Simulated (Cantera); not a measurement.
A closed system holds: 1 mol Al, 0.49 mol Cl2, 0.68 mol H2, 8.5 mol HCl, at 11.0 Pa.

Cantera equilibrium calculation (NASA polynomials, part measured and part estimated; ideal gas, pure solids and liquids). Candidate condensed phases: Al, AlCl3; 12 gas species. The tables' values for AlCl2 are old estimates; treat these amounts as uncertain. Rates play no part. All values below are at 1348 K.

Base state: HCl 0.708, H2 0.182, AlCl3 0.106, AlCl2 0.00209, AlCl 0.000608, Cl 0.000305, H 9.42e-5 (mole fractions); condensed: gas only.

Task: What changes in the equilibrium state with this change: Cl2 from 0.49 to 8.6 mol?

Result: 
| species | before | after |
|---|---|---|
| Cl | 0.000305 | 0.450 |
| HCl | 0.708 | 0.442 |
| Cl2 | 2.91e-8 | 0.0632 |
| H2 | 0.182 | 3.27e-8 |
| AlCl3 | 0.106 | 0.0449 |
| AlCl | 0.000608 | <1e-9 |
| AlCl2 | 0.00209 | 6.00e-7 |
| H | 9.42e-5 | 3.99e-8 |
